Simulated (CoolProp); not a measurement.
A simple Rankine cycle with R1336mzz(Z): condensing at 326.15 K, boiler at 2.37 MPa, turbine inlet 499 K, turbine efficiency 0.9, pump efficiency 0.8, no recuperator. Each further row changes one setting.

Model: reference Helmholtz-energy equation of state, McLinden 2020, in CoolProp.

```csv
case,thermal efficiency (%),net work (kJ/kg),heat in (kJ/kg),turbine exit temperature (K),volume ratio over the turbine
as stated,…,45.6,313,437.4,…
condensing temperature 318.15 K,15.7,…,…,432.2,16.7
boiler pressure 1.66 MPa,12.8,41.2,321,448.8,8.62
turbine efficiency 0.8,12.9,…,313,442.4,13.1
```

Question: What belongs in the gaps?

Answer: 
- as stated, thermal efficiency (%): 14.6
- as stated, volume ratio over the turbine: 13.0
- condensing temperature 318.15 K, net work (kJ/kg): 50.6
- condensing temperature 318.15 K, heat in (kJ/kg): 323
- turbine efficiency 0.8, net work (kJ/kg): 40.3
